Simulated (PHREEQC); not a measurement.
PHREEQC input (ion-association model, wateq4f.dat):

```
SOLUTION_MASTER_SPECIES
  An  An-  0  An  62.0  # stands for a non-complexing anion
SOLUTION_SPECIES
  An- = An-
    -log_k 0
    -gamma 3.0 0
PHASES
  Fix_H+
    H+ = H+
    -log_k 0
SOLUTION 1
  temp 25
  units mmol/kgw
  pH 7 charge
  Na 5
  An 5
END
SELECTED_OUTPUT 1
  -reset false
  -pH true
  -pe true
  -ionic_strength true
  -water true
  -totals Na
  -molalities Hfo_wOH Hfo_wOH2+ Hfo_wO- Hfo_sOH Hfo_sOH2+ Hfo_sO-
USER_PUNCH 1
  -headings sigma psi
  10 PUNCH EDL("sigma", "Hfo"), EDL("psi", "Hfo")
PRINT
  -reset false
USE solution 1
SURFACE 1
  Hfo_wOH 0.000170787 600 0.076
  Hfo_sOH 4.26966e-06
EQUILIBRIUM_PHASES 1
  Fix_H+ -3 HAn 10
    -force_equality true
  O2(g) -0.68 10
END
# ... the last block is repeated for the other 12 points of pH, with NaOH or the acid as the point needs
```

Selected output (columns that matter, 9 of 13 rows; pH added in front):

```
pH	mu	Na	m_Hfo_wOH	m_Hfo_wOH2+	m_Hfo_wO-	m_Hfo_sOH	m_Hfo_sOH2+	m_Hfo_sO-	sigma	psi
3	0.0061491	0.005	3.0992e-05	0.00013964	1.5758e-07	7.7479e-07	3.4909e-06	3.9394e-09	0.30253	0.21511
4.33	0.005085	0.005	9.6785e-05	7.0978e-05	3.0234e-06	2.4196e-06	1.7744e-06	7.5585e-08	0.14739	0.18307
5	0.005032	0.005	0.0001163	4.8041e-05	6.4494e-06	2.9074e-06	1.201e-06	1.6123e-07	0.090212	0.15818
5.67	0.0050144	0.005	0.00012596	3.4202e-05	1.0627e-05	3.149e-06	8.5504e-07	2.6567e-07	0.051133	0.12933
7	0.0050031	0.005	0.00013078	2.291e-05	1.7101e-05	3.2694e-06	5.7275e-07	4.2753e-07	0.012599	0.061907
8.33	0.0050028	0.0050033	0.00013109	1.9381e-05	2.0314e-05	3.2773e-06	4.8451e-07	5.0784e-07	-0.0020238	-0.01241
9	0.005013	0.0050152	0.00013092	1.777e-05	2.2097e-05	3.273e-06	4.4425e-07	5.5241e-07	-0.0093839	-0.04985
9.67	0.0050556	0.0050607	0.00013017	1.5373e-05	2.5248e-05	3.2541e-06	3.8434e-07	6.3119e-07	-0.021417	-0.085911
11	0.0061079	0.006127	0.00011894	7.2706e-06	4.4575e-05	2.9735e-06	1.8176e-07	1.1144e-06	-0.080913	-0.14767
```

Species that the database lacks are ignored. The oxide is taken as insoluble; below pH 4 it would dissolve.
